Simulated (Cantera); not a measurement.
What does this Cantera script print?

```python
import numpy as np
import cantera as ct

gas_names = [...]  # 130 gases of nasa_gas.yaml made of C, H, Mg, O, S
cond_names = """
    C(gr) C6H6(L) C7H8(L) C8H18(L),n-octa H2O(s) H2O(L) H2SO4(L) Mg(cr) Mg(L) MgCO3(s) MgO(s) MgO(L)
    MgO2H2(s) MgS(s) MgSO4(s) MgSO4(L) S(cr1) S(cr2) S(L)
""".split()


# ... load() reads the species with a 1 bar reference pressure and builds the phases ...
atoms = {
    'MgSO4': {'Mg': 1, 'S': 1, 'O': 4},
    'C': {'C': 1},
    'H2O': {'H': 2, 'O': 1},
}
top_T = {'C(gr)': 4500, 'MgS(s)': 2250}  # K; cautious upper limits of use, not melting points


# ... equilibrate(T, P, feed) seeds the gas with the atoms and calls Mixture.equilibrate('TP', solver="vcs", rtol=1e-11, max_steps=5000) ...
results = []
feed = {'MgSO4': 1, 'C': 0.014, 'H2O': 0.034}  # mol
P = 150  # Pa
for T in [600, 800, 1000, 1200, 1400, 1600, 1800, 2000, 2200]:
    mix = equilibrate(T, P, feed)
    results.append((T, P, feed, dict(zip(mix.species_names, mix.species_moles))))

top = {s: max(r[3][s] / sum(r[3][g] for g in gas_names) for r in results) for s in gas_names}
cols = sorted((s for s in top if top[s] > 0.0001), key=lambda s: -top[s])[:9]
seen = [c for c in cond_names if any(r[3].get(c, 0) > 1e-12 for r in results)]
print("log10 of partial pressures in bar; condensed amounts in mol")
print(f"{'T/K':>10s}" + "".join(f"{s[:9]:>10s}" for s in cols + seen))
for T, P, feed, n in results:
    ng = sum(n[g] for g in gas_names)
    print(f"{T:10.4g}" + "".join(f"{np.log10(max(n[s] / ng * P / 1e5, 1e-99)):10.3f}" for s in cols)
          + "".join(f"{n.get(c, 0):10.4g}" for c in seen))
```

It prints:

```
log10 of partial pressures in bar; condensed amounts in mol
       T/K       SO2       H2O        O2       CO2       H2S         O        S2        SO        OH    MgO(s)  MgSO4(s)
       600    -4.048    -3.069   -29.514    -3.398    -3.926   -33.327    -4.419   -11.546   -20.826   0.01004      0.99
       800    -3.258    -3.173   -14.455    -3.559   -14.530   -20.326   -17.201   -11.699   -13.590     0.028     0.972
      1000    -3.242    -3.196    -4.614    -3.582   -22.515   -12.111   -27.401   -12.652    -9.022   0.03087    0.9691
      1200    -3.011    -4.478    -3.325    -4.863   -20.973    -9.263   -23.221   -10.433    -7.924         1         0
      1400    -3.010    -4.479    -3.324    -4.863   -17.739    -7.686   -18.725    -8.554    -6.913         1         0
      1600    -3.010    -4.483    -3.324    -4.864   -15.314    -6.500   -15.355    -7.146    -6.155         1         0
      1800    -3.011    -4.499    -3.325    -4.868   -13.438    -5.577   -12.734    -6.051    -5.573         1         0
      2000    -3.017    -4.548    -3.332    -4.894   -11.970    -4.840   -10.638    -5.179    -5.126    0.9998         0
      2200    -3.047    -4.699    -3.351    -4.994   -10.883    -4.243    -8.946    -4.484    -4.820    0.9873         0
```

These are equilibrium values from Cantera (NASA tables, ideal gas, pure condensed phases), not measurements of a reactor. Gases not in the tables: S3 to S7.
